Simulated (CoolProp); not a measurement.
Values from CoolProp's reference Helmholtz-energy equation of state, Lemmon 2006. It is a short technical equation, of lower accuracy than the large ones.

### Question
For n-nonane, give the phase and the density (kg/m³), cp (kJ/(kg K)), speed of sound (m/s), viscosity (µPa s) at 235.85 °C and 0.428 MPa; 235.85 °C and 2.57 MPa; 235.85 °C and 3 MPa.

### Answer
- 235.85 °C and 0.428 MPa: gas; density 15.0, cp 2.65, speed of sound 160, viscosity 9.08
- 235.85 °C and 2.57 MPa: liquid; density 529, cp 3.12, speed of sound 499, viscosity 117
- 235.85 °C and 3 MPa: liquid; density 531, cp 3.11, speed of sound 508, viscosity 118

Viscosity comes from a separate model (Huber 2004).
